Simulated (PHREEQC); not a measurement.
**Metal-bearing waste water: an equilibrium model**

Dissolve 0.04 mol CdCl2, 3e-05 mol MgSO4 and 0.17 mol HCl per kg of water at 25 °C. Closed to the air; pH follows from the charge balance.

Computed with PHREEQC (ion-association model, wateq4f.dat).

```json
{
  "pH": "0.87",
  "ionic_strength": "0.207 mol/kgw",
  "activity_of_water": "0.993",
  "total_alkalinity": "-170 meq/kg"
}
```

```tsv
species	molality	activity	log γ
Cl-	0.202	0.143	-0.149
H+	0.170	0.135	-0.099
CdCl+	0.0242	0.0180	-0.128
CdCl2	0.0102	0.0107	0.021
Cd+2	0.00429	0.00132	-0.511
CdCl3-	0.00130	0.000967	-0.128
Mg+2	3.00e-5	1.02e-5	-0.468
HSO4-	2.48e-5	1.80e-5	-0.139
SO4-2	4.74e-6	1.37e-6	-0.540
CdSO4	4.97e-7	5.21e-7	0.021
MgSO4	3.12e-9	3.27e-9	0.021
```

No solid was allowed to form.
